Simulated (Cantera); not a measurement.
**Ignition delay**

Mixture: C3H8 : O2 : N2 = 1 : 12.2 : 45.9 (molar parts), equivalence ratio 0.41, at 5.00 bar, adiabatic and at constant pressure. Ignition delay is the time to a rise of 400 K.

Detailed kinetics in Cantera: GRI-Mech 3.0 (53 species, 325 reactions). GRI-Mech 3.0 was tuned for natural gas; its chemistry of propane as a main component is partial and can be far from experiment.

| T0 (K) | delay (ms) |
|---|---|
| 1223 | 1.51 |
| 1273 | 0.625 |
| 1323 | 0.277 |
| 1373 | 0.133 |
| 1423 | 0.0689 |
| 1473 | 0.0387 |
| 1523 | 0.0234 |
| 1573 | 0.0152 |
| 1623 | 0.0105 |

```json
{
  "apparent activation energy between 1523 and 1623 K": "170 kJ/mol"
}
```
